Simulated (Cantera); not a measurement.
A closed system holds: 1 mol Cu2O, 19 mol CO, equilibrated at 2400 K and 0.150 bar.

Equilibrium computed with Cantera from the NASA thermochemical tables; the gas is ideal and each condensed phase is pure. Candidate condensed phases: C, Cu, CuO, Cu2O; 15 gas species. The numbers say what is thermodynamically allowed, not how fast it happens.

Problem. What is the equilibrium state?

Solution. x(CO): 0.857
x(Cu): 0.0949
x(CO2): 0.0475
x(Cu2): 0.000180
x(O): 6.80e-5
x(O2): 9.23e-6
x(CuO): 8.60e-6
gas amount: 21.00 mol
log10 activity of Cu(l) (absent): -0.82
log10 activity of C(graphite) (absent): -4.91
